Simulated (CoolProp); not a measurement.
Cyclohexane at 402.97 K and 0.292 MPa is throttled through a valve to 0.197 MPa with no heat exchange. Each further row changes one setting.

The numbers come from the reference Helmholtz-energy equation of state, Zhou 2014 in CoolProp.

```csv
case,temperature change (K),final density (kg/m³)
as stated,-1.8,5.22
outlet pressure 0.0591 MPa,-4.3,1.52
outlet pressure 0.256 MPa,-0.7,6.88
```
